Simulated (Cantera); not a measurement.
A Cantera script and its output.

```python
import numpy as np
import cantera as ct

gas = ct.Solution("h2o2.yaml")
gas.TPX = 1023, 24000, {'H2': 1, 'O2': 0.633, 'N2': 2.38}
reactor = ct.IdealGasReactor(gas, energy="on", clone=False)
net = ct.ReactorNet([reactor])
net.rtol, net.atol = 1e-08, 1e-16
show = ['H2', 'O2', 'H', 'H2O', 'H2O2', 'OH', 'O']
times = np.geomspace(3e-06, 0.8, 15)

steps = ct.SolutionArray(gas, extra=["t"])
rows = []
print(f"{'t/s':>10s}{'T/K':>9s}{'P/Pa':>11s}" + "".join(f"{s:>11s}" for s in show))
for t in times:
    while net.time < t:
        t_next = net.step()
        steps.append(gas.state, t=t_next)
    rows.append([np.interp(t, steps.t, y) for y in (steps.T, steps.P, *steps(*show).X.T)])
    print(f"{t:10.3e}{rows[-1][0]:9.1f}{rows[-1][1]:11.4g}" + "".join(f"{x:11.3e}" for x in rows[-1][2:]))
rate = np.gradient(steps.T, steps.t)
print("integrator steps:", len(steps.t))
if steps.T.max() > steps.T[0] + 200:
    print(f"time of steepest temperature rise: {steps.t[rate.argmax()]:.4e} s")
gas.TPX = 1023, 24000, {'H2': 1, 'O2': 0.633, 'N2': 2.38}
gas.equilibrate("UV")
print(f"equilibrium (UV): T = {gas.T:.1f} K  " + "  ".join(f"{s} {gas[s].X[0]:.3e}" for s in show))
```

It prints:

```
       t/s      T/K       P/Pa         H2         O2          H        H2O       H2O2         OH          O
 3.000e-06   1023.0    2.4e+04  2.492e-01  1.577e-01  3.737e-11  8.919e-13  3.494e-15  7.844e-13  1.240e-12
 7.323e-06   1023.0    2.4e+04  2.492e-01  1.577e-01  9.327e-11  8.538e-12  2.100e-14  2.902e-12  6.037e-12
 1.788e-05   1023.0    2.4e+04  2.492e-01  1.577e-01  2.618e-10  7.523e-11  1.279e-13  1.044e-11  2.620e-11
 4.363e-05   1023.0    2.4e+04  2.492e-01  1.577e-01  1.047e-09  7.342e-10  8.204e-13  4.678e-11  1.264e-10
 1.065e-04   1023.0    2.4e+04  2.492e-01  1.577e-01  1.144e-08  1.352e-08  7.143e-12  5.284e-10  1.455e-09
 2.600e-04   1023.0    2.4e+04  2.492e-01  1.577e-01  2.390e-06  3.151e-06  8.231e-10  1.111e-07  3.055e-07
 6.347e-04   2056.0  4.556e+04  3.865e-02  4.839e-02  4.791e-02  1.883e-01  2.760e-07  2.578e-02  2.309e-02
 1.549e-03   2698.8  5.727e+04  2.287e-02  3.879e-02  1.144e-02  2.321e-01  3.615e-07  2.965e-02  9.453e-03
 3.782e-03   2699.6  5.728e+04  2.283e-02  3.878e-02  1.141e-02  2.322e-01  3.630e-07  2.964e-02  9.434e-03
 9.231e-03   2699.6  5.728e+04  2.283e-02  3.878e-02  1.141e-02  2.322e-01  3.630e-07  2.964e-02  9.434e-03
 2.253e-02   2699.6  5.728e+04  2.283e-02  3.878e-02  1.141e-02  2.322e-01  3.630e-07  2.964e-02  9.434e-03
 5.500e-02   2699.6  5.728e+04  2.283e-02  3.878e-02  1.141e-02  2.322e-01  3.630e-07  2.964e-02  9.434e-03
 1.343e-01   2699.6  5.728e+04  2.283e-02  3.878e-02  1.141e-02  2.322e-01  3.630e-07  2.964e-02  9.434e-03
 3.277e-01   2699.6  5.728e+04  2.283e-02  3.878e-02  1.141e-02  2.322e-01  3.630e-07  2.964e-02  9.434e-03
 8.000e-01   2699.6  5.728e+04  2.283e-02  3.878e-02  1.141e-02  2.322e-01  3.630e-07  2.964e-02  9.434e-03
integrator steps: 1272
time of steepest temperature rise: 5.3407e-04 s
equilibrium (UV): T = 2699.6 K  H2 2.283e-02  O2 3.878e-02  H 1.141e-02  H2O 2.322e-01  H2O2 3.630e-07  OH 2.964e-02  O 9.434e-03
```

Cantera simulation using the H2/O2 subset of GRI-Mech 3.0, which has no nitrogen chemistry; the numbers are that mechanism's predictions, not measurements.
